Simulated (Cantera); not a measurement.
Feed: 1 mol BF₃, 0.12 mol H₂O, held at 1330 Pa.

These are equilibrium values from Cantera (NASA tables, ideal gas, pure condensed phases), not measurements of a reactor. Candidate condensed phases: B, B₂O₃, B₃O₃H₃, H₂O; 43 gas species. The tables' values for BF₂ are old estimates; treat these amounts as uncertain. Kinetics and transport are ignored. All values below are at 2098 K.

Base state: BF₃ 0.707, HF 0.193, BOF 0.0965, BF₂ 0.00157, F 0.00145, H 5.68e-5, BOF₂ 5.55e-5, O 4.00e-5 (mole fractions); condensed: gas only.

**Question.** What changes in the equilibrium state with this change: pressure from 1330 Pa to 13000 Pa?

**Answer.** 
```json
[
 {"species": "BF₃", "before": "0.707", "after": "0.709"},
 {"species": "HF", "before": "0.193", "after": "0.193"},
 {"species": "BOF", "before": "0.0965", "after": "0.0964"},
 {"species": "F", "before": "0.00145", "after": "0.000355"},
 {"species": "BF₂", "before": "0.00157", "after": "0.000657"},
 {"species": "H₂O", "before": "3.02e-6", "after": "2.94e-5"},
 {"species": "O₂", "before": "1.13e-5", "after": "3.76e-5"},
 {"species": "BOF₂", "before": "5.55e-5", "after": "0.000132"},
 {"species": "H", "before": "5.68e-5", "after": "2.38e-5"},
 {"species": "OH", "before": "4.48e-6", "after": "1.07e-5"}
]
```

**Question.** What changes in the equilibrium state with this change: H₂O from 0.12 to 0.052 mol?

**Answer.** 
```json
[
 {"species": "BF₃", "before": "0.707", "after": "0.856"},
 {"species": "HF", "before": "0.193", "after": "0.0940"},
 {"species": "BOF", "before": "0.0965", "after": "0.0470"},
 {"species": "O₂", "before": "1.13e-5", "after": "2.93e-6"},
 {"species": "H", "before": "5.68e-5", "after": "2.46e-5"},
 {"species": "O", "before": "4.00e-5", "after": "2.03e-5"}
]
```

**Question.** What changes in the equilibrium state with this change: H₂O from 0.12 to 1.2 mol?

**Answer.** 
| species | before | after |
|---|---|---|
| HF | 0.193 | 0.630 |
| BOF | 0.0965 | 0.300 |
| H₂O | 3.02e-6 | 0.0470 |
| BF₃ | 0.707 | 0.00150 |
| HBO₂ | 6.25e-7 | 0.00925 |
| B₂O₃ | 1.56e-8 | 0.000220 |
| H₂ | 4.55e-6 | 0.00516 |
| OH | 4.48e-6 | 0.00207 |
| BO₂ | 1.12e-6 | 0.000491 |
